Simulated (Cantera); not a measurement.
A Cantera script and its output.

```python
import numpy as np
import cantera as ct

gas = ct.Solution("gri30.yaml")
gas.TPX = 775, 500000, {'CH4': 1, 'O2': 1.54, 'N2': 16.9}
inlet = ct.Reservoir(gas, clone=True)
gas.equilibrate("HP")  # start burning
reactor = ct.IdealGasConstPressureReactor(gas, energy="on", clone=False)
exhaust = ct.Reservoir(gas, clone=True)
tau = [0.38, 0.13, 0.044, 0.015, 0.0051, 0.0017, 0.0006, 0.0002, 6.9e-05, 2.4e-05][0]
for a, b in ((inlet, reactor), (reactor, exhaust)):
    ct.MassFlowController(a, b, mdot=lambda t: reactor.mass / tau)
net = ct.ReactorNet([reactor])
show = ['CH4', 'O2', 'HO2', 'C2H6', 'NO', 'CO2', 'CH2']

rows = []
print(f"{'tau/s':>10s}{'T/K':>9s}" + "".join(f"{s:>11s}" for s in show))
for tau in [0.38, 0.13, 0.044, 0.015, 0.0051, 0.0017, 0.0006, 0.0002, 6.9e-05, 2.4e-05]:
    net.initial_time = 0.0
    net.advance(30 * tau)
    before = gas.X
    net.advance(40 * tau)
    drift = np.max(np.abs(gas.X - before) / (gas.X + 1e-9))
    rows.append([gas.T, *gas[show].X, drift])
    print(f"{tau:10.3e}{gas.T:9.1f}" + "".join(f"{x:11.3e}" for x in gas[show].X))
```

Output:

```
     tau/s      T/K        CH4         O2        HO2       C2H6         NO        CO2        CH2
 3.800e-01   1591.8  3.327e-03  7.699e-04  1.925e-07  1.217e-05  8.102e-08  2.883e-02  1.962e-08
 1.300e-01   1582.2  3.484e-03  1.513e-03  4.985e-07  2.493e-05  8.149e-08  2.760e-02  4.012e-08
 4.400e-02   1563.4  3.663e-03  2.902e-03  1.317e-06  4.920e-05  8.481e-08  2.536e-02  7.548e-08
 1.500e-02   1523.8  4.344e-03  5.986e-03  3.774e-06  1.020e-04  7.334e-08  2.143e-02  1.141e-07
 5.100e-03    775.0  5.144e-02  7.922e-02  1.617e-11  1.724e-15 -8.886e-24 -4.254e-16  3.715e-25
 1.700e-03    775.0  5.144e-02  7.922e-02  5.452e-12  6.276e-17 -9.182e-29 -3.485e-21  4.006e-26
 6.000e-04    775.0  5.144e-02  7.922e-02  1.931e-12  2.718e-18  1.553e-32  3.974e-23  4.924e-27
 2.000e-04    775.0  5.144e-02  7.922e-02  6.447e-13  1.007e-19  1.510e-33  1.467e-24  5.453e-28
 6.900e-05    775.0  5.144e-02  7.922e-02  2.225e-13  4.123e-21  1.734e-34  5.991e-26  6.462e-29
 2.400e-05    775.0  5.144e-02  7.922e-02  7.741e-14  1.729e-22  1.905e-35  2.492e-27  7.722e-30
```

Model: GRI-Mech 3.0 (53 species, 325 reactions), integrated in Cantera.
